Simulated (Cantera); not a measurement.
# Transport properties of process gases

Gas mixture: 100 % O2, at 750 Torr, frozen composition.

Cantera's kinetic-theory transport with the Lennard-Jones parameters of GRI-Mech 3.0, ideal gas; thermal conductivity in the multicomponent form.

```csv
T (K),ρ (kg/m³),cp (J/kg/K),μ (µPa s),λ (mW/m/K),Pr,D (cm²/s) H,D (cm²/s) NO,D (cm²/s) NH3
400,0.962,941.4,25.6,33.9,0.712,2.15,0.344,0.390
650,0.592,1017,36.0,51.6,0.710,4.98,0.787,0.950
900,0.428,1074,44.7,67.7,0.709,8.63,1.36,1.69
1150,0.335,1109,52.5,82.1,0.709,13.0,2.05,2.57
1400,0.275,1134,59.7,95.6,0.708,18.1,2.84,3.59
1650,0.233,1155,66.4,108,0.708,23.7,3.73,4.74
```
D: mixture-averaged diffusion coefficient of that species in the mixture.
